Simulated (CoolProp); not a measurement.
Vapour-liquid equilibrium of benzene (1) + p-xylene (2) at 107.75 °C; x and y are mole fractions of (1).

Values from CoolProp's multi-fluid Helmholtz-energy mixture model, Thol 2012 and Zhou 2012; pair parameters Bell 2016.

| x | bubble pressure, mixture model (MPa) | bubble pressure, Raoult's law (MPa) | y, mixture model | y, Raoult's law |
|---|---|---|---|---|
| 0.05 | 0.04961 | 0.05038 | 0.203 | 0.219 |
| 0.2 | 0.07533 | 0.07735 | 0.553 | 0.572 |
| 0.35 | 0.1021 | 0.1043 | 0.730 | 0.742 |
| 0.5 | 0.1292 | 0.1313 | 0.834 | 0.842 |
| 0.65 | 0.1566 | 0.1582 | 0.903 | 0.908 |
| 0.8 | 0.1841 | 0.1852 | 0.952 | 0.955 |
| 0.95 | 0.2118 | 0.2122 | 0.989 | 0.990 |

The largest gap from Raoult's law is -2.6 % in bubble pressure, at x = 0.2. No azeotrope shows between x = 0.05 and 0.95.

The pair parameters rest on a limited set of measurements; away from them the model extrapolates.
